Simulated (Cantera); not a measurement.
A closed system holds: 1 mol Na2CO3, 0.007 mol C, a varied amount of H2, held at 0.105 Torr.

Cantera equilibrium calculation (NASA polynomials, part measured and part estimated; ideal gas, pure solids and liquids). Candidate condensed phases: C, C6H6, C7H8, C8H18, H2O, Na, NaOH, NaO2, Na2CO3, Na2O, Na2O2; 117 gas species. Rates play no part.

Stable condensed phases, one row left out:

```
T in °C \ n(H2) in mol
         0.17  0.2 0.23 0.27 0.32 0.38 0.44 0.51  0.6  0.7 0.82 0.96
   1677     A    A    A    A    A    A    A    A    A    A    A    A
   1577     A    A    A    A    A    A    A    A    A    A    A    A
   1477     A    A    A    A    A    A    A    A    A    A    A    A
   1377     A    A    A    A    A    A    A    A    A    A    A    A
   1277     A    A    A    A    A    A    A    A    A    A    A    A
   1177     A    A    A    A    A    A    A    A    A    A    A    A
    977     B    B    B    B    B    B    B    B    A    A    A    A
    877     B    B    B    B    B    B    B    B    B    B    B    A
```

A: gas only; B: Na2CO3.

Q: Give the row for 1077 °C.

A: 0.17: gas only; 0.2: gas only; 0.23: gas only; 0.27: gas only; 0.32: gas only; 0.38: gas only; 0.44: gas only; 0.51: gas only; 0.6: gas only; 0.7: gas only; 0.82: gas only; 0.96: gas only.
